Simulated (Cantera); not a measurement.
Feed: 1 mol CH4, 0.056 mol CO2, at 1675 °C and 7.50 Torr.

Cantera equilibrium calculation (NASA polynomials, part measured and part estimated; ideal gas, pure solids and liquids). Candidate condensed phases: C, C6H6, C7H8, C8H18, H2O; 110 gas species. Kinetics and transport are ignored.

Base state: H2 0.936, CO 0.0527, H 0.0109, C2H2 (acetylene) 0.000504 (mole fractions); condensed: C(graphite).

Q: What changes in the equilibrium state with this change: CO2 from 0.056 to 0.13 mol?

A: 
| species | before | after |
|---|---|---|
| H2 | 0.936 | 0.875 |
| CO | 0.0527 | 0.114 |
| H | 0.0109 | 0.0106 |
| C2H2 (acetylene) | 0.000504 | 0.000471 |
| C(graphite), mol | 0.942 | 0.868 |
